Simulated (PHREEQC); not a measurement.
PHREEQC input (ion-association model, wateq4f.dat):

```
SOLUTION 1
  temp 80
  units mol/kgw
  pH 7 charge
  Br 0.0088
  Cl 0.0106
  Mg 0.0053
SOLUTION 2
  temp 80
  units mol/kgw
  pH 7 charge
  Cl 0.0148
  Cd 0.0074
  S(6) 0.0029
  Mg 0.0016
END
SELECTED_OUTPUT 1
  -reset false
  -pH true
  -pe true
  -ionic_strength true
  -water true
  -totals Br Cd Cl Mg S S(-2) S(6)
  -molalities H+ Br- Cd+2 Cl- Mg+2 SO4-2 MgOH+ MgSO4 HSO4- H2S
    HS- S-2 O2 OH- CdCl+ CdCl2 CdCl3- CdOH+ Cd(OH)2 Cd(OH)3-
    Cd(OH)4-2 Cd2OH+3 CdOHCl CdSO4 CdHS+ Cd(HS)2 Cd(HS)3- Cd(HS)4-2 CdBr+ CdBr2
    Cd(SO4)2-2
  -equilibrium_phases Brucite Cd(OH)2 CdOHCl Epsomite
PRINT
  -reset false
MIX 1
  1 1
  2 0
EQUILIBRIUM_PHASES 1
  Brucite 0 0
  Cd(OH)2 0 0
  CdOHCl 0 0
  Epsomite 0 0
  O2(g) -0.68 10
END
# ... the last block is repeated for the other 10 points of share of solution B
```

Selected output (columns that matter, 11 of 11 rows; share of solution B added in front):

```
share of solution B	pH	mu	Br	Cd	Cl	Mg	S	m_H+	m_Br-	m_Cd+2	m_Cl-	m_Mg+2	m_SO4-2	m_MgSO4
0	2.1162	0.0247	0.0088	0	0.0106	0.0053	0	0.0088	0.0088	0	0.0106	0.0053	0	0
0.1	2.1545	0.024091	0.00792	0.00074	0.01102	0.00493	0.00029	0.0080488	0.0077437	0.00034632	0.010791	0.0048501	7.6224e-05	7.9918e-05
0.2	2.196	0.023537	0.00704	0.00148	0.01144	0.00456	0.00058	0.0073074	0.0067286	0.00070591	0.010962	0.0044051	0.00016078	0.00015489
0.3	2.2412	0.023042	0.00616	0.00222	0.01186	0.00419	0.00087	0.0065775	0.0057543	0.0010785	0.011115	0.0039664	0.00025507	0.00022359
0.4	2.2909	0.022611	0.00528	0.00296	0.01228	0.00382	0.00116	0.0058612	0.0048204	0.0014635	0.01125	0.0035355	0.00036071	0.00028446
0.5	2.3459	0.02225	0.0044	0.0037	0.0127	0.00345	0.00145	0.0051609	0.0039261	0.0018601	0.01137	0.0031143	0.00047953	0.00033574
0.6	2.4071	0.021963	0.00352	0.00444	0.01312	0.00308	0.00174	0.0044795	0.0030703	0.002267	0.011476	0.0027046	0.00061356	0.00037543
0.7	2.4761	0.021756	0.00264	0.00518	0.01354	0.00271	0.00203	0.0038201	0.0022517	0.0026828	0.011572	0.0023086	0.000765	0.0004014
0.8	2.5548	0.021633	0.00176	0.00592	0.01396	0.00234	0.00232	0.0031861	0.0014686	0.0031052	0.01166	0.0019286	0.00093605	0.00041142
0.9	2.6462	0.0216	0.00088	0.00666	0.01438	0.00197	0.00261	0.002581	0.00071884	0.0035321	0.011743	0.0015667	0.0011288	0.00040335
1	2.7553	0.021657	0	0.0074	0.0148	0.0016	0.0029	0.0020079	0	0.0039608	0.011823	0.0012248	0.0013451	0.00037525
```

At this temperature some constants are extrapolated from 25 °C, and those without enthalpy data are left unchanged.
